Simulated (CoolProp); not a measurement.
Vapour-liquid equilibrium of CH2F2 (R32) (1) + R142b (2) at 0.378 bar; x and y are mole fractions of (1).

Model: multi-fluid Helmholtz-energy mixture model, Tillner-Roth 1997 and Lemmon 2006; pair parameters Bell 2016, in CoolProp.

**Question.** Give the bubble temperature and the first vapour's composition at x = 0.05, 0.25, 0.75. Is there an azeotrope?

**Answer.** x = 0.05: -38.1 °C, y = 0.331; x = 0.25: -54.5 °C, y = 0.791; x = 0.75: -66.4 °C, y = 0.955. No azeotrope shows between x = 0.05 and 0.95.

Pair parameters are fitted to limited data, so mixtures are less certain than the pure fluids.
